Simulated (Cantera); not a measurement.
# Equilibrium for fluorocarbon and chlorocarbon gases: CH₃Cl + F₂

A closed system holds: 1 mol CH₃Cl, 0.021 mol F₂, at 0.0240 Torr.

Method: chemical equilibrium by Gibbs-energy minimisation in Cantera with the NASA 1993 tables (ideal gas, pure condensed phases). Candidate condensed phases: C, C₆H₆, C₇H₈, C₈H₁₈; 135 gas species. Ions and electrons are included (thermal ionisation). Kinetics and transport are ignored.

From 1727 °C to 2227 °C the condensed part is C(graphite). From 2727 °C to 4727 °C nothing is condensed. The main C-bearing gas is C₂H₂ (acetylene) at 1727 °C and C at 4727 °C.

```
T (°C)    x H      x H₂     x HCl   x Cl      x C      x HF      x C₃      x C₂  n C(graphite)
------  -----  --------  --------  -----  -------  --------  --------  --------  -------------
1727    0.177     0.381     0.315  0.109  9.51e-7    0.0178   8.66e-7   7.33e-8          0.999
2227    0.689    0.0240    0.0119  0.241  0.00520    0.0100    0.0155   0.00143          0.777
2727    0.611  0.000479  0.000235  0.204    0.157  0.000955   0.00941   0.00967              0
3227    0.595   3.25e-5   1.63e-5  0.198    0.197   3.36e-5   8.79e-6  0.000463              0
3727    0.595   4.46e-6   2.28e-6  0.198    0.198   2.58e-6   2.78e-8   3.36e-5              0
4227    0.594   9.46e-7   4.90e-7  0.198    0.197   3.46e-7  3.08e-10   4.28e-6              0
4727    0.592   2.71e-7   1.42e-7  0.197    0.193   6.85e-8  7.98e-12   7.95e-7              0
```
x: gas mole fraction; n: condensed amount in mol.
